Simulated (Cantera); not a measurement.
Cantera run:

```python
import numpy as np
import cantera as ct

gas_names = """
    O2 Br2
""".split()
cond_names = """
    Ca(L) CaBr2(L) CaO(s)
""".split()


# ... load() reads the species with a 1 bar reference pressure and builds the phases ...
species = {s.name: s for s in load("nasa_gas.yaml", gas_names) + load("nasa_condensed.yaml", cond_names)}
T = 1825
g = {n: (s.thermo.h(T) - T * s.thermo.s(T)) / (ct.gas_constant * T * np.log(10)) for n, s in species.items()}
valid = cond_names  # the entries whose range holds T


def stable(la, lb):
    # potentials (over RT ln 10) of the two non-metals from log10 p(O2) and log10 p(Br2) in bar
    mu = {}
    mu["O"] = (g["O2"] + la) / 2
    mu["Br"] = (g["Br2"] + lb) / 2
    cost = {}
    for n in valid:
        c = species[n].composition
        cost[n] = (g[n] - sum(c.get(e, 0) * m for e, m in mu.items())) / c["Ca"]
    return min(cost, key=cost.get)


results = []
for lb in [1, 0.3, -0.4, -1.1, -1.8, -2.5, -3.2, -3.8, -4.5, -5.2, -5.9, -6.6, -7.3, -8]:
    row = [stable(la, lb) for la in [-13, -12.2, -11.5, -10.7, -9.9, -9.2, -8.4, -7.6, -6.9, -6.1, -5.4, -4.6, -3.8, -3.1, -2.3, -1.5, -0.8, 0]]
    results.append(row)
    print(f"{lb:6.1f}  " + " ".join(f"{valid.index(n):x}" for n in row))
print("key: " + ", ".join(f"{i:x} {n}" for i, n in enumerate(valid)))
```

Output:

```
   1.0  1 1 1 1 1 1 1 1 1 1 1 1 1 1 1 1 1 1
   0.3  1 1 1 1 1 1 1 1 1 1 1 1 1 1 1 1 1 1
  -0.4  1 1 1 1 1 1 1 1 1 1 1 1 1 1 1 1 1 1
  -1.1  1 1 1 1 1 1 1 1 1 1 1 1 1 1 1 1 1 2
  -1.8  1 1 1 1 1 1 1 1 1 1 1 1 1 1 1 2 2 2
  -2.5  1 1 1 1 1 1 1 1 1 1 1 1 1 1 2 2 2 2
  -3.2  1 1 1 1 1 1 1 1 1 1 1 1 2 2 2 2 2 2
  -3.8  1 1 1 1 1 1 1 1 1 1 2 2 2 2 2 2 2 2
  -4.5  1 1 1 1 1 1 1 1 2 2 2 2 2 2 2 2 2 2
  -5.2  1 1 1 1 1 1 2 2 2 2 2 2 2 2 2 2 2 2
  -5.9  1 1 1 1 1 2 2 2 2 2 2 2 2 2 2 2 2 2
  -6.6  1 1 1 2 2 2 2 2 2 2 2 2 2 2 2 2 2 2
  -7.3  1 2 2 2 2 2 2 2 2 2 2 2 2 2 2 2 2 2
  -8.0  2 2 2 2 2 2 2 2 2 2 2 2 2 2 2 2 2 2
key: 0 Ca(L), 1 CaBr2(L), 2 CaO(s)
```

Source: NASA polynomial tables (part measured, part estimated), evaluated in Cantera. Not in the tables: oxide halides.
